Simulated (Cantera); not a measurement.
Input: 1 mol B2O3, 1 mol F2, 6.3 mol H2, 1.1 mol BCl3, held at 1700 Pa.

These are equilibrium values from Cantera (NASA tables, ideal gas, pure condensed phases), not measurements of a reactor. Candidate condensed phases: B, B2O3, B3O3H3, H2O; 56 gas species. Gases not in the tables: BHCl2. Rates play no part.

Problem. At 850 K, list the 4 most abundant gas species with their mole fractions, and the condensed phases.

Solution. H2 0.630, HCl 0.239, BF3 0.0732, BCl3 0.0448. Condensed: B2O3(l).
